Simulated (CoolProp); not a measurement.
Water at 399.9 K and 0.0928 MPa flows at 0.4 m/s in a round tube of 20 mm bore and 1.5 µm roughness, fully developed (64/Re and Nu = 3.66 if laminar; Colebrook and Gnielinski if turbulent). Each further row changes one setting.

Computed with CoolProp (reference Helmholtz-energy equation of state, Wagner 2002).

| case | Reynolds number | Darcy friction factor | pressure drop (Pa/m) | heat-transfer coefficient (W/(m² K)) | mass flow (kg/h) |
|---|---|---|---|---|---|
| as stated | 306 | 0.209 | 0.425 | 4.90 | [?] |
| velocity 0.8 m/s | 612 | 0.105 | [?] | 4.90 | [?] |
| diameter 40 mm | 612 | 0.105 | [?] | [?] | [?] |

Question: Complete the blanks.

Answer: 
- as stated, mass flow (kg/h): 0.230
- velocity 0.8 m/s, pressure drop (Pa/m): 0.850
- velocity 0.8 m/s, mass flow (kg/h): 0.460
- diameter 40 mm, pressure drop (Pa/m): 0.106
- diameter 40 mm, heat-transfer coefficient (W/(m² K)): 2.45
- diameter 40 mm, mass flow (kg/h): 0.919

Viscosity comes from a separate model (Huber 2009). Thermal conductivity comes from a separate model (Huber 2012).
